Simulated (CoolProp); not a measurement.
Model: reference Helmholtz-energy equation of state, Setzmann 1991, in CoolProp.

Task: For methane, give the phase and the cp (kJ/(kg K)), cv (kJ/(kg K)), speed of sound (m/s), Joule-Thomson coefficient (K/MPa) at -109.65 °C and 18400 kPa; -109.65 °C and 21500 kPa.

Result: 
- -109.65 °C and 18400 kPa: liquid; cp 3.55, cv 1.92, speed of sound 1080, Joule-Thomson coefficient -0.264
- -109.65 °C and 21500 kPa: liquid; cp 3.49, cv 1.93, speed of sound 1120, Joule-Thomson coefficient -0.299
